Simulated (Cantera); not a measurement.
A perfectly stirred reactor is fed with NH₃ : N₂ = 1 : 0.44 (molar parts), at 24.8 Torr; it is held at 2275 K, and followed from long to short residence time.

Model: the gas-phase N/H chemistry of the illustrative SiF4/NH3 mechanism in the Surface Chemkin manual (1991), integrated in Cantera. Walls and surfaces, which speed up NH3 decomposition in real reactors, are not modelled.

**Question.** What does this change do: temperature 2275 to 1548 K?

**Answer.** 
```json
[
 {"quantity": "x(NH₃) at τ = 0.350 s", "before": "0.0859", "after": "0.693"},
 {"quantity": "x(H) at τ = 0.350 s", "before": "0.00162", "after": "1.17e-7"},
 {"quantity": "x(N₂) at τ = 0.350 s", "before": "0.375", "after": "0.306"},
 {"quantity": "x(N₂H₂) at τ = 0.350 s", "before": "1.54e-6", "after": "9.13e-7"},
 {"quantity": "x(N₂H₄) at τ = 0.350 s", "before": "1.43e-9", "after": "1.68e-8"},
 {"quantity": "x(NH₃) at τ = 12.0 ms", "before": "0.558", "after": "0.694"},
 {"quantity": "x(H) at τ = 12.0 ms", "before": "0.000228", "after": "2.49e-9"},
 {"quantity": "x(N₂) at τ = 12.0 ms", "before": "0.320", "after": "0.306"},
 {"quantity": "x(N₂H₂) at τ = 12.0 ms", "before": "1.51e-5", "after": "8.40e-9"},
 {"quantity": "x(N₂H₄) at τ = 12.0 ms", "before": "2.28e-8", "after": "1.72e-10"}
]
```

**Question.** What does this change do: 0.068 parts H2 added?

**Answer.** 
```csv
quantity,before,after
x(NH₃) at τ = 0.350 s,0.0859,0.0835
x(H) at τ = 0.350 s,0.00162,0.00167
x(N₂) at τ = 0.350 s,0.375,0.364
x(N₂H₂) at τ = 0.350 s,1.54e-6,1.49e-6
x(N₂H₄) at τ = 0.350 s,1.43e-9,1.38e-9
x(NH₃) at τ = 12.0 ms,0.558,0.535
x(H) at τ = 12.0 ms,0.000228,0.000290
x(N₂) at τ = 12.0 ms,0.320,0.307
x(N₂H₂) at τ = 12.0 ms,1.51e-5,1.41e-5
x(N₂H₄) at τ = 12.0 ms,2.28e-8,2.04e-8
```

**Question.** What does this change do: N2 0.44 to 1.2 parts?

**Answer.** 
```tsv
quantity	before	after
x(NH₃) at τ = 0.350 s	0.0859	0.0626
x(H) at τ = 0.350 s	0.00162	0.00136
x(N₂) at τ = 0.350 s	0.375	0.533
x(N₂H₂) at τ = 0.350 s	1.54e-6	1.13e-6
x(N₂H₄) at τ = 0.350 s	1.43e-9	9.57e-10
x(NH₃) at τ = 12.0 ms	0.558	0.372
x(H) at τ = 12.0 ms	0.000228	0.000192
x(N₂) at τ = 12.0 ms	0.320	0.542
x(N₂H₂) at τ = 12.0 ms	1.51e-5	9.31e-6
x(N₂H₄) at τ = 12.0 ms	2.28e-8	1.46e-8
```
